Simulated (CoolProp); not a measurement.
A single-stage vapour-compression cycle with 1,2-dichloroethane: evaporating at 327.15 K (dew point), condensing at 395.15 K (bubble point), superheat 10 K, subcooling 0 K, compressor efficiency 0.65, no pressure losses. Each further row changes one setting.

Model: reference Helmholtz-energy equation of state, Thol 2015, in CoolProp.

```csv
case,cooling COP,pressure ratio,discharge temperature (K),refrigerating effect (kJ/kg),volumetric capacity (kJ/m³)
as stated,2.59,8.14,448.6,255,332
evaporating temperature 332.15 K,2.89,6.74,444.2,259,402
condensing temperature 390.15 K,2.85,7.18,441.6,262,341
subcooling 5 K,2.66,8.14,448.6,262,341
superheat 20 K,2.60,8.14,460.2,264,333
compressor efficiency 0.55,2.19,8.14,466.2,255,332
```
